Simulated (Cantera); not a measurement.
A perfectly stirred reactor is fed with 18.2 % CH4, 81.8 % H2O, at 19.0 bar; it is held at 2050 K, and followed from long to short residence time.

Model: GRI-Mech 3.0 (53 species, 325 reactions), integrated in Cantera. The pressure lies above the range GRI-Mech 3.0 was tuned for (to about 10 atm).

Q: Predict: x(CH4) at τ = 8.40 s; x(H2O) at τ = 8.40 s; x(CH2O) at τ = 8.40 s; x(CH3) at τ = 8.40 s; x(CH4) at τ = 58.0 ms; x(H2O) at τ = 58.0 ms; x(CH2O) at τ = 58.0 ms; x(CH3) at τ = 58.0 ms.

A: 
| Item | Value |
|---|---|
| x(CH4) at τ = 8.40 s | 2.12e-5 |
| x(H2O) at τ = 8.40 s | 0.443 |
| x(CH2O) at τ = 8.40 s | 3.63e-7 |
| x(CH3) at τ = 8.40 s | 3.33e-7 |
| x(CH4) at τ = 58.0 ms | 0.00257 |
| x(H2O) at τ = 58.0 ms | 0.448 |
| x(CH2O) at τ = 58.0 ms | 1.18e-6 |
| x(CH3) at τ = 58.0 ms | 4.02e-5 |
